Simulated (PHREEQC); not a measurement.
1 kg of water holding 18 mmol/kgw Na2CO3 meets 20 L of dry gas (CO2 0.58, CH4 0.42 by moles) at fixed total pressure, at 25 °C; fugacities by Peng-Robinson. The gases take part in no redox reaction, some water evaporates into the gas, and hydrates or a liquid gas phase aren't modelled. Nothing may precipitate in this run.

Model: ion-association model, phreeqc.dat, run in PHREEQC.

```tsv
P (atm)	dissolved CO2 (all carbonate carbon) (mol/kgw)	φ of CO2	p of CO2 (atm)	dissolved CH4 (mol/kgw)	φ of CH4	p of CH4 (atm)	pH
1	0.0543	0.995	0.543	0.000664	0.998	0.425	6.57
2	…	0.989	1.11	0.00133	0.996	0.854	6.26
3	…	0.984	1.68	0.00199	0.994	1.28	6.08
5	…	0.973	2.83	0.00330	0.990	2.14	5.86
7.5	…	0.960	4.26	0.00491	0.985	3.21	5.69
10	0.217	0.946	5.69	0.00649	0.980	4.28	5.57
15	…	0.920	8.55	0.00957	0.970	6.42	5.41
20	…	0.895	11.4	0.0125	0.961	8.55	5.29
30	…	0.844	17.2	0.0182	0.944	12.8	5.15
40	0.631	0.795	22.9	0.0235	0.928	17.0	5.05
```

**Question.** Complete the blanks.

**Answer.** 
- 2, dissolved CO2 (all carbonate carbon) (mol/kgw): 0.0732
- 3, dissolved CO2 (all carbonate carbon) (mol/kgw): 0.0919
- 5, dissolved CO2 (all carbonate carbon) (mol/kgw): 0.129
- 7.5, dissolved CO2 (all carbonate carbon) (mol/kgw): 0.173
- 15, dissolved CO2 (all carbonate carbon) (mol/kgw): 0.299
- 20, dissolved CO2 (all carbonate carbon) (mol/kgw): 0.376
- 30, dissolved CO2 (all carbonate carbon) (mol/kgw): 0.514
